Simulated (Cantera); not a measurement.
Input (Python, Cantera) and output of one run.

```python
import numpy as np
import cantera as ct

gas_names = [...]  # 95 gases of nasa_gas.yaml made of C, F, H
cond_names = """
    C(gr) C6H6(L) C7H8(L) C8H18(L),n-octa
""".split()


# ... load() reads the species with a 1 bar reference pressure and builds the phases ...
atoms = {
    'CH3F': {'C': 1, 'H': 3, 'F': 1},
    'F2': {'F': 2},
    'H2': {'H': 2},
}
top_T = {'C(gr)': 4500}  # K; cautious upper limits of use, not melting points


# ... equilibrate(T, P, feed) seeds the gas with the atoms and calls Mixture.equilibrate('TP', solver="vcs", rtol=1e-11, max_steps=5000) ...
results = []
feed = {'CH3F': 1, 'F2': 0.22, 'H2': 4.5}  # mol
P = 120  # Pa
for T in [1000, 1100, 1200, 1300, 1400, 1500, 1600, 1700, 1800, 1900, 2000, 2100, 2200]:
    mix = equilibrate(T, P, feed)
    results.append((T, P, feed, dict(zip(mix.species_names, mix.species_moles))))

top = {s: max(r[3][s] / sum(r[3][g] for g in gas_names) for r in results) for s in gas_names}
cols = sorted((s for s in top if top[s] > 1e-05), key=lambda s: -top[s])[:7]
seen = [c for c in cond_names if any(r[3].get(c, 0) > 1e-12 for r in results)]
print("log10 of partial pressures in bar; condensed amounts in mol")
print(f"{'T/K':>10s}" + "".join(f"{s[:9]:>10s}" for s in cols + seen))
for T, P, feed, n in results:
    ng = sum(n[g] for g in gas_names)
    print(f"{T:10.4g}" + "".join(f"{np.log10(max(n[s] / ng * P / 1e5, 1e-99)):10.3f}" for s in cols)
          + "".join(f"{n.get(c, 0):10.4g}" for c in seen))
```

Result:

```
log10 of partial pressures in bar; condensed amounts in mol
       T/K        H2        HF         H C2H2,acet       CH4         F       C2H     C(gr)
      1000    -3.026    -3.590   -10.157   -11.968    -7.071   -17.629   -23.868    0.9995
      1100    -3.026    -3.590    -9.100   -10.901    -7.496   -15.933   -21.182    0.9998
      1200    -3.026    -3.590    -8.218   -10.014    -7.853   -14.517   -18.947    0.9999
      1300    -3.026    -3.590    -7.469    -9.265    -8.155   -13.317   -17.057         1
      1400    -3.026    -3.590    -6.826    -8.624    -8.416   -12.287   -15.438         1
      1500    -3.026    -3.590    -6.267    -8.070    -8.642   -11.393   -14.037    0.9999
      1600    -3.026    -3.590    -5.778    -7.587    -8.840   -10.609   -12.812    0.9997
      1700    -3.027    -3.591    -5.345    -7.162    -9.015    -9.917   -11.732    0.9992
      1800    -3.030    -3.592    -4.961    -6.786    -9.174    -9.301   -10.775    0.9982
      1900    -3.036    -3.594    -4.618    -6.454    -9.322    -8.748    -9.920     0.996
      2000    -3.046    -3.599    -4.312    -6.161    -9.465    -8.250    -9.154    0.9921
      2100    -3.065    -3.607    -4.039    -5.906    -9.613    -7.798    -8.467    0.9855
      2200    -3.098    -3.620    -3.798    -5.689    -9.775    -7.385    -7.850    0.9752
```

These are equilibrium values from Cantera (NASA tables, ideal gas, pure condensed phases), not measurements of a reactor.
